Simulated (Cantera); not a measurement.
Cantera run:

```python
import numpy as np
import cantera as ct

gas_names = """
    C CH CH2 CH3 CH4 CN C2 C2H C2H2,acetylene C2H2,vinylidene C2H3,vinyl CH3CN C2H4 C2H5 C2H6 CCN CNC
    C2N2 C3 C3H3,propargyl C3H4,allene C3H4,propyne C3H4,cyclo- C3H5,allyl C3H6,propylene C3H6,cyclo-
    C3H7,n-propyl C3H7,i-propyl C3H8 C4 C4H2 C4H4,1,3-cyclo- C4H6,butadiene C4H6,2-butyne C4H6,cyclo-
    C4H8,1-butene C4H8,cis2-buten C4H8,tr2-butene C4H8,isobutene C4H8,cyclo- C4H9,n-butyl C4H9,i-butyl
    C4H9,s-butyl C4H9,t-butyl C4H10,isobutane C4H10,n-butane C4N2 C5 C5H6,1,3cyclo- C5H8,cyclo-
    C5H10,1-pentene C5H10,cyclo- C5H11,pentyl C5H11,t-pentyl C5H12,n-pentane C5H12,i-pentane
    CH3C(CH3)2CH3 C6H2 C6H5,phenyl C6H6 C6H10,cyclo- C6H12,1-hexene C6H12,cyclo- C6H13,n-hexyl
    C7H7,benzyl C7H8 C7H14,1-heptene C7H15,n-heptyl C7H16,n-heptane C8H8,styrene C8H10,ethylbenz
    C8H16,1-octene C8H17,n-octyl C8H18,isooctane C8H18,n-octane C9H19,n-nonyl C10H8,naphthale
    C10H21,n-decyl C12H9,o-bipheny C12H10,bipheny H HCN HCCN HNC H2 N NH NH2 NH3 N2 N2H2 N2H4
""".split()
cond_names = """
    C(gr) C6H6(L) C7H8(L) C8H18(L),n-octa
""".split()


def load(file, names, dense=False):
    # The tables refer to 1 bar. Condensed volumes are neglected.
    table = {s.name: s for s in ct.Species.list_from_file(file)}
    out = []
    for n in names:
        d = dict(table[n].input_data)
        d["thermo"] = dict(d["thermo"], **{"reference-pressure": 1e5})
        if dense:
            d["equation-of-state"] = {"model": "constant-volume", "density": "1e6 g/cm^3"}
        out.append(ct.Species.from_dict(d))
    return out


gas = ct.Solution(thermo="ideal-gas", species=load("nasa_gas.yaml", gas_names))
cond = {s.name: ct.Solution(thermo="fixed-stoichiometry", species=[s], name=s.name)
        for s in load("nasa_condensed.yaml", cond_names, dense=True)}
atoms = {
    'C': {'C': 1},
    'H2': {'H': 2},
    'NH3': {'N': 1, 'H': 3},
}
top_T = {'C(gr)': 4500}  # K; cautious upper limits of use, not melting points


def equilibrate(T, P, feed):
    n = {}
    for name, mol in feed.items():
        for a, k in atoms[name].items():
            n[a] = n.get(a, 0.0) + k * mol
    gas.TPX = T, P, n
    mass = sum(n.values()) * gas.mean_molecular_weight
    gas.equilibrate("TP")
    valid = [c for c in cond.values() if c.min_temp <= T <= top_T.get(c.name, c.max_temp)]
    mix = ct.Mixture([(gas, mass / gas.mean_molecular_weight)] + [(c, 0.0) for c in valid])
    mix.T, mix.P = T, P
    mix.equilibrate("TP", solver="vcs", rtol=1e-11, max_steps=5000)
    return mix


results = []
feed = {'C': 1, 'H2': 5, 'NH3': 0.26}  # mol
T = 2350  # K
for P in [10, 46, 220, 1000, 4600, 22000, 100000, 460000, 2200000, 10000000]:
    mix = equilibrate(T, P, feed)
    results.append((T, P, feed, dict(zip(mix.species_names, mix.species_moles))))

top = {s: max(r[3][s] / sum(r[3][g] for g in gas_names) for r in results) for s in gas_names}
cols = sorted((s for s in top if top[s] > 0.001), key=lambda s: -top[s])[:7]
seen = [c for c in cond_names if any(r[3].get(c, 0) > 1e-12 for r in results)]
print("log10 of partial pressures in bar; condensed amounts in mol")
print(f"{'P/Pa':>10s}" + "".join(f"{s[:9]:>10s}" for s in cols + seen))
for T, P, feed, n in results:
    ng = sum(n[g] for g in gas_names)
    print(f"{P:10.4g}" + "".join(f"{np.log10(max(n[s] / ng * P / 1e5, 1e-99)):10.3f}" for s in cols)
          + "".join(f"{n.get(c, 0):10.4g}" for c in seen))
```

Output:

```
log10 of partial pressures in bar; condensed amounts in mol
      P/Pa        H2         H        N2       CH4       HCN C2H2,acet     C(gr)
        10    -4.525    -4.166    -5.864   -12.761    -6.518    -6.783    0.9258
        46    -3.600    -3.704    -5.134   -10.911    -5.690    -5.858     0.918
       220    -2.787    -3.297    -4.407    -9.284    -4.920    -5.045    0.9095
      1000    -2.068    -2.938    -3.724    -7.847    -4.220    -4.327     0.905
      4600    -1.377    -2.592    -3.049    -6.464    -3.536    -3.635    0.9027
   2.2e+04    -0.683    -2.246    -2.363    -5.078    -2.847    -2.942    0.9014
     1e+05    -0.020    -1.914    -1.703    -3.751    -2.185    -2.278       0.9
   4.6e+05     0.645    -1.581    -1.038    -2.420    -1.520    -1.613    0.8957
   2.2e+06     1.325    -1.242    -0.357    -1.061    -0.839    -0.933    0.8768
     1e+07     1.976    -0.916     0.307     0.242    -0.182    -0.282    0.7986
```

Equilibrium computed with Cantera from the NASA thermochemical tables; the gas is ideal and each condensed phase is pure. The ideal-gas law is rough above about 30 bar.
